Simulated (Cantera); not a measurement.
**Ammonia decomposition in nitride growth gas**

An isothermal, constant-pressure homogeneous reactor starts with 23.8 % NH₃, 76.2 % H₂, at 2250 K and 1.00 bar.

Cantera simulation using the gas-phase N/H chemistry of the illustrative SiF4/NH3 mechanism in the Surface Chemkin manual (1991); the numbers are that mechanism's predictions, not measurements. Walls and surfaces, which speed up NH3 decomposition in real reactors, are not modelled.

```json
[
 {"t (s)": "2.00e-5", "x NH₃": "0.237", "x H₂": "0.761", "x NH₂": "0.000554", "x NH": "9.21e-6", "x N": "3.43e-7", "x N₂H₂": "3.27e-7", "x N₂": "9.15e-6"},
 {"t (s)": "6.37e-5", "x NH₃": "0.235", "x H₂": "0.762", "x NH₂": "0.00123", "x NH": "4.46e-5", "x N": "3.65e-6", "x N₂H₂": "2.71e-6", "x N₂": "0.000502"},
 {"t (s)": "0.000203", "x NH₃": "0.226", "x H₂": "0.767", "x NH₂": "0.00131", "x NH": "5.26e-5", "x N": "4.77e-6", "x N₂H₂": "3.31e-6", "x N₂": "0.00403"},
 {"t (s)": "0.000647", "x NH₃": "0.200", "x H₂": "0.782", "x NH₂": "0.00120", "x NH": "5.07e-5", "x N": "4.81e-6", "x N₂H₂": "2.86e-6", "x N₂": "0.0146"},
 {"t (s)": "0.00206", "x NH₃": "0.138", "x H₂": "0.819", "x NH₂": "0.000935", "x NH": "4.51e-5", "x N": "4.90e-6", "x N₂H₂": "1.85e-6", "x N₂": "0.0400"},
 {"t (s)": "0.00658", "x NH₃": "0.0456", "x H₂": "0.874", "x NH₂": "0.000444", "x NH": "3.14e-5", "x N": "5.01e-6", "x N₂H₂": "5.36e-7", "x N₂": "0.0774"},
 {"t (s)": "0.0210", "x NH₃": "0.00201", "x H₂": "0.896", "x NH₂": "4.55e-5", "x NH": "7.65e-6", "x N": "2.88e-6", "x N₂H₂": "1.08e-8", "x N₂": "0.0950"},
 {"t (s)": "0.0668", "x NH₃": "0.000200", "x H₂": "0.897", "x NH₂": "4.93e-6", "x NH": "9.08e-7", "x N": "3.74e-7", "x N₂H₂": "1.37e-10", "x N₂": "0.0957"},
 {"t (s)": "0.213", "x NH₃": "5.03e-5", "x H₂": "0.897", "x NH₂": "1.24e-6", "x NH": "2.30e-7", "x N": "9.47e-8", "x N₂H₂": "9.67e-12", "x N₂": "0.0958"},
 {"t (s)": "0.678", "x NH₃": "1.51e-5", "x H₂": "0.897", "x NH₂": "3.74e-7", "x NH": "6.90e-8", "x N": "2.85e-8", "x N₂H₂": "1.78e-12", "x N₂": "0.0958"},
 {"t (s)": "2.16", "x NH₃": "5.51e-6", "x H₂": "0.897", "x NH₂": "1.36e-7", "x NH": "2.51e-8", "x N": "1.04e-8", "x N₂H₂": "1.10e-12", "x N₂": "0.0958"},
 {"t (s)": "6.89", "x NH₃": "3.70e-6", "x H₂": "0.897", "x NH₂": "9.16e-8", "x NH": "1.69e-8", "x N": "6.97e-9", "x N₂H₂": "1.04e-12", "x N₂": "0.0958"},
 {"t (s)": "22.0", "x NH₃": "3.66e-6", "x H₂": "0.897", "x NH₂": "9.05e-8", "x NH": "1.67e-8", "x N": "6.88e-9", "x N₂H₂": "1.04e-12", "x N₂": "0.0958"},
 {"t (s)": "70.0", "x NH₃": "3.66e-6", "x H₂": "0.897", "x NH₂": "9.05e-8", "x NH": "1.67e-8", "x N": "6.88e-9", "x N₂H₂": "1.04e-12", "x N₂": "0.0958"}
]
```
x: mole fraction; the columns are a selection and need not sum to one.

Equilibrium at this temperature and pressure: NH₃ 3.66e-6, H₂ 0.897, NH₂ 9.05e-8, NH 1.67e-8, N 6.88e-9, N₂H₂ 1.04e-12, N₂ 0.0958 (gas phase only).
